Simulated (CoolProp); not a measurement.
Vapour-liquid equilibrium of R227EA (1) + isobutene (2) at 57.75 °C; x and y are mole fractions of (1).

The numbers come from the multi-fluid Helmholtz-energy mixture model, Lemmon 2016 and Lemmon 2005; pair parameters Bell 2016 in CoolProp.

Problem. Give the bubble pressure and the first vapour's composition at x = 0.2, 0.5, 0.65. Is there an azeotrope?

Solution. x = 0.2: 1.004 MPa, y = 0.347; x = 0.5: 1.155 MPa, y = 0.565; x = 0.65: 1.181 MPa, y = 0.665. y crosses x between x = 0.65 and 0.8: the model has an azeotrope there.

Pair parameters are fitted to limited data, so mixtures are less certain than the pure fluids.
